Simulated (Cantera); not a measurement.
Boron, boron nitride and boron oxide: B₂H₆ + H₂

Charge: 1 mol B₂H₆, 1.4 mol H₂, equilibrated at 100 Torr.

Cantera equilibrium calculation (NASA polynomials, part measured and part estimated; ideal gas, pure solids and liquids). Candidate condensed phases: B; 7 gas species. The feed counts by its element totals alone. The tables' values for BH₂ are old estimates; treat these amounts as uncertain. Gases not in the tables: B₂H₆ and higher boranes. Kinetics and transport are ignored.

```tsv
T (K)	x H₂	x H	x BH₂	x BH₃	x B	x BH	n B(s)
950	1.00	1.52e-9	1.15e-9	3.06e-8	<1e-12	<1e-12	2.00
1100	1.00	7.08e-8	3.39e-8	1.55e-7	<1e-12	<1e-12	2.00
1250	1.000	1.32e-6	4.39e-7	5.23e-7	<1e-12	<1e-12	2.00
1400	1.000	1.33e-5	3.26e-6	1.34e-6	<1e-12	1.15e-11	2.00
1550	1.000	8.63e-5	1.63e-5	2.82e-6	6.13e-11	4.32e-10	2.00
1700	1.000	0.000403	6.11e-5	5.18e-6	2.77e-9	8.46e-9	2.00
1850	0.998	0.00147	0.000184	8.56e-6	6.70e-8	1.02e-7	2.00
2000	0.995	0.00444	0.000466	1.30e-5	1.00e-6	8.34e-7	2.00
2150	0.987	0.0115	0.00103	1.84e-5	1.02e-5	5.06e-6	2.00
```
x: gas mole fraction; n: condensed amount in mol.

From 950 K to 2150 K the condensed part is B(s).
